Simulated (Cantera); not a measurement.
A perfectly stirred reactor is fed with H2 : O2 : N2 = 1 : 1.11 : 4.18 (molar parts), at 1.01 bar; it is adiabatic with a 675 K inlet, and is followed from long to short residence time, starting on the burning branch (τ in s: 0.2, 0.086, 0.037, 0.016, 0.0067, 0.0029, 0.0012, 0.00052, 0.00022, 9.5e-05, 4.1e-05).

Detailed kinetics in Cantera: GRI-Mech 3.0 (53 species, 325 reactions).

Task: What does this change do: inlet temperature 675 to 523 K?

Result: 
| quantity | before | after |
|---|---|---|
| blow-out, bracketed by the residence times tried | burning at 41.0 µs, the shortest tried | burning at 41.0 µs, the shortest tried |
| x(H2) at τ = 0.200 s | 0.000112 | 9.10e-5 |
| x(O2) at τ = 0.200 s | 0.105 | 0.105 |
| x(NO2) at τ = 0.200 s | 7.24e-8 | 2.63e-8 |
| x(H2O) at τ = 0.200 s | 0.172 | 0.172 |
| x(HO2) at τ = 0.200 s | 1.48e-6 | 1.41e-6 |
| x(H2) at τ = 2.90 ms | 0.00155 | 0.00144 |
| x(O2) at τ = 2.90 ms | 0.104 | 0.104 |
| x(NO2) at τ = 2.90 ms | 1.43e-8 | 8.73e-9 |
| x(H2O) at τ = 2.90 ms | 0.168 | 0.169 |
| x(HO2) at τ = 2.90 ms | 1.04e-5 | 1.48e-5 |

Task: What does this change do: H2 1 to 0.79 parts?

Result: 
| quantity | before | after |
|---|---|---|
| blow-out, bracketed by the residence times tried | burning at 41.0 µs, the shortest tried | burning at 41.0 µs, the shortest tried |
| x(H2) at τ = 0.200 s | 0.000112 | 6.50e-5 |
| x(O2) at τ = 0.200 s | 0.105 | 0.126 |
| x(NO2) at τ = 0.200 s | 7.24e-8 | 2.13e-8 |
| x(H2O) at τ = 0.200 s | 0.172 | 0.138 |
| x(HO2) at τ = 0.200 s | 1.48e-6 | 1.48e-6 |
| x(H2) at τ = 2.90 ms | 0.00155 | 0.00105 |
| x(O2) at τ = 2.90 ms | 0.104 | 0.125 |
| x(NO2) at τ = 2.90 ms | 1.43e-8 | 7.30e-9 |
| x(H2O) at τ = 2.90 ms | 0.168 | 0.136 |
| x(HO2) at τ = 2.90 ms | 1.04e-5 | 1.64e-5 |
